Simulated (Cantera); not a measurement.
A Cantera script and what it prints.

```python
import numpy as np
import cantera as ct

gas_names = """
    CL CLO CL2 H HCL HOCL HO2 H2 H2O H2O2 O OH O2 O3 Ti TiCL TiCL2 TiCL3 TiCL4 TiO TiOCL TiOCL2 TiO2
""".split()
cond_names = """
    H2O(s) H2O(L) Ti(a) Ti(b) Ti(L) TiCL2(s) TiCL3(s) TiCL4(L) TiO(a) TiO(b) TiO(L) TiO2(ru) TiO2(L)
    Ti2O3(a) Ti2O3(b) Ti2O3(L) Ti3O5(a) Ti3O5(b) Ti3O5(L) Ti4O7(s) Ti4O7(L)
""".split()


# ... load() reads the species with a 1 bar reference pressure and builds the phases ...
atoms = {
    'TiO2': {'Ti': 1, 'O': 2},
    'HCl': {'H': 1, 'CL': 1},
    'H2': {'H': 2},
}
top_T = {'TiCL2(s)': 1300, 'TiCL3(s)': 1000}  # K; cautious upper limits of use, not melting points


# ... equilibrate(T, P, feed) seeds the gas with the atoms and calls Mixture.equilibrate('TP', solver="vcs", rtol=1e-11, max_steps=5000) ...
results = []
feed = {'TiO2': 1, 'HCl': 18, 'H2': 4.1}  # mol
for P in [1, 3.2, 10, 32, 100, 320, 1000, 3200, 10000, 32000, 100000]:
    for T in [1150, 1200, 1250, 1300, 1350, 1400, 1450, 1500, 1550, 1600, 1650, 1700, 1750, 1800]:
        mix = equilibrate(T, P, feed)
        results.append((T, P, feed, dict(zip(mix.species_names, mix.species_moles))))

for T, P, feed, n in results:
    print(f"{T:7g} {P:10.4g}  " + (" + ".join(c for c in cond_names if n.get(c, 0) > 1e-12) or "gas only"))
```

It prints:

```
   1150          1  TiO2(ru)
   1200          1  TiO2(ru)
   1250          1  TiO2(ru) + Ti4O7(s)
   1300          1  TiO2(ru) + Ti4O7(s)
   1350          1  TiO2(ru) + Ti4O7(s)
   1400          1  TiO2(ru) + Ti4O7(s)
   1450          1  TiO2(ru) + Ti4O7(s)
   1500          1  TiO2(ru) + Ti4O7(s)
   1550          1  TiO2(ru) + Ti4O7(s)
   1600          1  TiO2(ru) + Ti4O7(s)
   1650          1  TiO2(ru) + Ti4O7(s)
   1700          1  Ti4O7(s)
   1750          1  Ti4O7(s)
   1800          1  Ti4O7(s)
   1150        3.2  TiO2(ru)
   1200        3.2  TiO2(ru)
   1250        3.2  TiO2(ru) + Ti4O7(s)
   1300        3.2  TiO2(ru) + Ti4O7(s)
   1350        3.2  TiO2(ru) + Ti4O7(s)
   1400        3.2  TiO2(ru) + Ti4O7(s)
   1450        3.2  TiO2(ru) + Ti4O7(s)
   1500        3.2  TiO2(ru) + Ti4O7(s)
   1550        3.2  TiO2(ru) + Ti4O7(s)
   1600        3.2  TiO2(ru) + Ti4O7(s)
   1650        3.2  TiO2(ru) + Ti4O7(s)
   1700        3.2  TiO2(ru) + Ti4O7(s)
   1750        3.2  Ti4O7(s)
   1800        3.2  Ti4O7(s)
   1150         10  TiO2(ru)
   1200         10  TiO2(ru)
   1250         10  TiO2(ru)
   1300         10  TiO2(ru) + Ti4O7(s)
   1350         10  TiO2(ru) + Ti4O7(s)
   1400         10  TiO2(ru) + Ti4O7(s)
   1450         10  TiO2(ru) + Ti4O7(s)
   1500         10  TiO2(ru) + Ti4O7(s)
   1550         10  TiO2(ru) + Ti4O7(s)
   1600         10  TiO2(ru) + Ti4O7(s)
   1650         10  TiO2(ru) + Ti4O7(s)
   1700         10  TiO2(ru) + Ti4O7(s)
   1750         10  Ti4O7(s)
   1800         10  Ti4O7(s)
   1150         32  TiO2(ru)
   1200         32  TiO2(ru)
   1250         32  TiO2(ru)
   1300         32  TiO2(ru)
   1350         32  TiO2(ru) + Ti4O7(s)
   1400         32  TiO2(ru) + Ti4O7(s)
   1450         32  TiO2(ru) + Ti4O7(s)
   1500         32  TiO2(ru) + Ti4O7(s)
   1550         32  TiO2(ru) + Ti4O7(s)
   1600         32  TiO2(ru) + Ti4O7(s)
   1650         32  TiO2(ru) + Ti4O7(s)
   1700         32  TiO2(ru) + Ti4O7(s)
   1750         32  Ti4O7(s)
   1800         32  Ti4O7(s)
   1150        100  TiO2(ru)
   1200        100  TiO2(ru)
   1250        100  TiO2(ru)
   1300        100  TiO2(ru)
   1350        100  TiO2(ru)
   1400        100  TiO2(ru) + Ti4O7(s)
   1450        100  TiO2(ru) + Ti4O7(s)
   1500        100  TiO2(ru) + Ti4O7(s)
   1550        100  TiO2(ru) + Ti4O7(s)
   1600        100  TiO2(ru) + Ti4O7(s)
   1650        100  TiO2(ru) + Ti4O7(s)
   1700        100  TiO2(ru) + Ti4O7(s)
   1750        100  Ti4O7(s)
   1800        100  Ti4O7(s)
   1150        320  TiO2(ru)
   1200        320  TiO2(ru)
   1250        320  TiO2(ru)
   1300        320  TiO2(ru)
   1350        320  TiO2(ru)
   1400        320  TiO2(ru)
   1450        320  TiO2(ru) + Ti4O7(s)
   1500        320  TiO2(ru) + Ti4O7(s)
   1550        320  TiO2(ru) + Ti4O7(s)
   1600        320  TiO2(ru) + Ti4O7(s)
   1650        320  TiO2(ru) + Ti4O7(s)
   1700        320  TiO2(ru) + Ti4O7(s)
   1750        320  Ti4O7(s)
   1800        320  Ti4O7(s)
   1150       1000  TiO2(ru)
   1200       1000  TiO2(ru)
   1250       1000  TiO2(ru)
   1300       1000  TiO2(ru)
   1350       1000  TiO2(ru)
   1400       1000  TiO2(ru)
   1450       1000  TiO2(ru)
   1500       1000  TiO2(ru) + Ti4O7(s)
   1550       1000  TiO2(ru) + Ti4O7(s)
   1600       1000  TiO2(ru) + Ti4O7(s)
   1650       1000  TiO2(ru) + Ti4O7(s)
   1700       1000  TiO2(ru) + Ti4O7(s)
   1750       1000  Ti4O7(s)
   1800       1000  Ti4O7(s)
   1150       3200  TiO2(ru)
   1200       3200  TiO2(ru)
   1250       3200  TiO2(ru)
   1300       3200  TiO2(ru)
   1350       3200  TiO2(ru)
   1400       3200  TiO2(ru)
   1450       3200  TiO2(ru)
   1500       3200  TiO2(ru)
   1550       3200  TiO2(ru) + Ti4O7(s)
   1600       3200  TiO2(ru) + Ti4O7(s)
   1650       3200  TiO2(ru) + Ti4O7(s)
   1700       3200  TiO2(ru) + Ti4O7(s)
   1750       3200  Ti4O7(s)
   1800       3200  Ti4O7(s)
   1150      1e+04  TiO2(ru)
   1200      1e+04  TiO2(ru)
   1250      1e+04  TiO2(ru)
   1300      1e+04  TiO2(ru)
   1350      1e+04  TiO2(ru)
   1400      1e+04  TiO2(ru)
   1450      1e+04  TiO2(ru)
   1500      1e+04  TiO2(ru)
   1550      1e+04  TiO2(ru)
   1600      1e+04  TiO2(ru) + Ti4O7(s)
   1650      1e+04  TiO2(ru) + Ti4O7(s)
   1700      1e+04  TiO2(ru) + Ti4O7(s)
   1750      1e+04  Ti4O7(s)
   1800      1e+04  Ti4O7(s)
   1150    3.2e+04  TiO2(ru)
   1200    3.2e+04  TiO2(ru)
   1250    3.2e+04  TiO2(ru)
   1300    3.2e+04  TiO2(ru)
   1350    3.2e+04  TiO2(ru)
   1400    3.2e+04  TiO2(ru)
   1450    3.2e+04  TiO2(ru)
   1500    3.2e+04  TiO2(ru)
   1550    3.2e+04  TiO2(ru)
   1600    3.2e+04  TiO2(ru)
   1650    3.2e+04  TiO2(ru) + Ti4O7(s)
   1700    3.2e+04  TiO2(ru) + Ti4O7(s)
   1750    3.2e+04  TiO2(ru) + Ti4O7(s)
   1800    3.2e+04  Ti4O7(s)
   1150      1e+05  TiO2(ru)
   1200      1e+05  TiO2(ru)
   1250      1e+05  TiO2(ru)
   1300      1e+05  TiO2(ru)
   1350      1e+05  TiO2(ru)
   1400      1e+05  TiO2(ru)
   1450      1e+05  TiO2(ru)
   1500      1e+05  TiO2(ru)
   1550      1e+05  TiO2(ru)
   1600      1e+05  TiO2(ru)
   1650      1e+05  TiO2(ru)
   1700      1e+05  TiO2(ru) + Ti4O7(s)
   1750      1e+05  TiO2(ru) + Ti4O7(s)
   1800      1e+05  Ti4O7(s)
```

Cantera equilibrium calculation (NASA polynomials, part measured and part estimated; ideal gas, pure solids and liquids). Mutual solubility and eutectic melting of coexisting phases are not modelled. The tables' values for TiCl2 are old estimates. Condensed phases not in the tables: Magnéli phases beyond Ti4O7, TiOCl.
